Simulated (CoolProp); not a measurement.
Vapour-liquid equilibrium of R125 (1) + R236FA (2) at -17.75 °C; x and y are mole fractions of (1).

Computed with CoolProp (multi-fluid Helmholtz-energy mixture model, Lemmon 2005 and Pan 2012; pair parameters Bell 2016).

Give the bubble pressure and the first vapour's composition at x = 0.05, 0.35, 0.575. Is there an azeotrope?

x = 0.05: 0.6429 bar, y = 0.271; x = 0.35: 1.568 bar, y = 0.784; x = 0.575: 2.271 bar, y = 0.897. No azeotrope shows between x = 0.05 and 0.95.

The pair parameters rest on a limited set of measurements; away from them the model extrapolates.
